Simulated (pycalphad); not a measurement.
All values are pycalphad results on the COST 507 light-alloy database (1999) (1 atm), not direct measurements. The data set is of 1999 and partly superseded.

# Si-16.2Sn (at.%): equilibrium cooling sequence

| T (°C) | phases above | phases below |
|---|---|---|
| 1372.2 | LIQUID | DIAMOND_A4 + LIQUID |
| 231.9 | DIAMOND_A4 + LIQUID | BCT_A5 + DIAMOND_A4 |

Changes were sought between steps of 25 K, so a narrower field can be missed.

DIAMOND_A4 is diamond (Si); BCT_A5 is bct (Sn).
